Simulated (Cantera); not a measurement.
A closed system holds: 1 mol SiCl₄, 9 mol O₃, 160 mol N₂, held at 850 °C and 0.0975 Torr.

Method: chemical equilibrium by Gibbs-energy minimisation in Cantera with the NASA 1993 tables (ideal gas, pure condensed phases). Candidate condensed phases: Si, SiO₂, Si₂N₂O, Si₃N₄; 23 gas species. Rates play no part.

Base state: N₂ 0.911, O₂ 0.0711, Cl 0.0126, Cl₂ 0.00510, NO 6.54e-5 (mole fractions); condensed: SiO₂(β-quartz).

Question: What changes in the equilibrium state with this change: pressure from 0.0975 Torr to 2.70 Torr?

Answer: 
```
species               before    after
-------------------  -------  -------
N₂                     0.911    0.915
O₂                    0.0711   0.0715
Cl₂                  0.00510  0.00979
Cl                    0.0126  0.00331
NO                   6.54e-5  6.57e-5
SiO₂(β-quartz), mol     1.00     1.00
```
